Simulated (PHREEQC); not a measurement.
PHREEQC input (ion-association model, phreeqc.dat):

```
SOLUTION_MASTER_SPECIES
  Amm  AmmH+  0  AmmH  17.031  # ammonia with no redox link, constants of NH4+
SOLUTION_SPECIES
  AmmH+ = AmmH+
    -log_k 0
    -gamma 2.5 0
    -dw 1.98e-9
  AmmH+ = Amm + H+
    -log_k -9.252
    -delta_h 12.48 kcal
    -analytic 0.6322 -0.001225 -2835.76
    -dw 2.28e-9
  AmmH+ + SO4-2 = AmmHSO4-
    -log_k 1.11
PHASES
  Amm(g)
    Amm = Amm
    -log_k 1.7966
    -analytic -18.758 3.3670e-4 2.5113e3 4.8619 39.192
    -T_c 405.6
    -P_c 111.3
    -Omega 0.25
EXCHANGE_SPECIES
  AmmH+ + X- = AmmHX
    -log_k 0.6
    -gamma 2.5 0
    -delta_h -2.4
SOLUTION 0
  temp 25
  units mmol/kgw
  pH 7 charge
  Br 1.9
  K 1.9
  Cl 10.01
  Na 10
  O(0) 1 O2(g) -0.68
SOLUTION 1-40
  temp 25
  units mmol/kgw
  pH 7 charge
  Cl 2.61
  K 2.6
  S(6) 28
  Amm 56
  O(0) 1 O2(g) -0.68
END
EXCHANGE 1-40
  X 0.01
  -equilibrate 1
END
SELECTED_OUTPUT 1
  -reset false
  -pH true
  -pe true
  -ionic_strength true
  -water true
  -step true
  -totals Amm Br Cl K Na S S(-2) S(6)
  -molalities AmmHX NaX KX
  -saturation_indices Halite Sylvite
PRINT
  -reset false
TRANSPORT
  -cells 40
  -shifts 160
  -lengths 0.025
  -time_step 300
  -dispersivities 0.035
  -boundary_conditions flux flux
  -correct_disp true
  -punch_cells 40
  -punch_frequency 5
END
# ... the last block is repeated for the other 32 points of pore volumes
```

Selected output (columns that matter, 18 of 33 rows; pore volumes added in front):

```
pore volumes	pH	mu	Amm	Br	Cl	K	Na	S	m_NaX	m_KX	si_Halite	si_Sylvite
0	5.2264	0.074955	0.056	0	0.00261	0.0026	0	0.028	0	0.00057701	-1000	-6.3036
0.2625	5.2264	0.074955	0.056	2.0362e-11	0.00261	0.0026	3.2658e-11	0.028	1.4694e-12	0.00057701	-14.859	-6.3036
0.5125	5.226	0.074568	0.055667	1.2638e-05	0.0026592	0.0025858	3.6733e-05	0.027814	1.662e-06	0.00057709	-8.799	-6.2974
0.7625	5.2148	0.064196	0.046746	0.00034749	0.0039634	0.0022156	0.0010977	0.022879	5.837e-05	0.00058211	-7.1377	-6.1768
1.0125	5.1716	0.040444	0.027275	0.0010849	0.0068353	0.0013864	0.0032732	0.012012	0.00028507	0.00059952	-6.3905	-6.1029
1.1375	5.1387	0.030039	0.019251	0.0013926	0.0080338	0.0010288	0.0040919	0.0074775	0.00048779	0.0006106	-6.2026	-6.1391
1.3875	5.0761	0.017753	0.010026	0.0017412	0.0093915	0.00060521	0.0051719	0.0023403	0.0010838	0.00063404	-6.0009	-6.2662
1.6375	5.0441	0.013436	0.0063115	0.0018591	0.0098507	0.00044521	0.0061487	0.00060282	0.001839	0.0006669	-5.8903	-6.3627
1.8875	5.0353	0.012259	0.0045925	0.0018907	0.0099738	0.0003977	0.0071384	0.00013708	0.0026051	0.00072728	-5.8156	-6.4014
2.1375	5.0345	0.011983	0.0035651	0.0018981	0.010002	0.00040205	0.0079808	2.8706e-05	0.0032998	0.00083311	-5.7648	-6.3943
2.3875	5.0355	0.011925	0.0028415	0.0018996	0.010008	0.00044173	0.0086262	5.6821e-06	0.0038942	0.00099943	-5.7305	-6.3529
2.6375	5.0366	0.011913	0.0022874	0.0018999	0.01001	0.00051301	0.0091014	1.081e-06	0.0043802	0.0012374	-5.7071	-6.2878
2.8875	5.0377	0.01191	0.0018414	0.0019	0.01001	0.00061454	0.0094444	1.9984e-07	0.0047568	0.0015513	-5.691	-6.2093
3.0125	5.0381	0.01191	0.0016479	0.0019	0.01001	0.00067588	0.0095763	8.5219e-08	0.0049049	0.001735	-5.685	-6.168
3.2625	5.0389	0.01191	0.0013073	0.0019	0.01001	0.00081645	0.0097763	1.5297e-08	0.0051259	0.0021455	-5.676	-6.086
3.5125	5.0396	0.01191	0.0010189	0.0019	0.01001	0.00097383	0.0099073	2.7086e-09	0.0052576	0.0025901	-5.6702	-6.0094
3.7625	5.0402	0.01191	0.00077673	0.0019	0.01001	0.001137	0.0099863	4.746e-10	0.0053184	0.0030348	-5.6668	-5.9421
4.0125	5.0406	0.01191	0.00057798	0.0019	0.01001	0.0012941	0.010028	8.2491e-11	0.0053299	0.0034472	-5.665	-5.8859
```
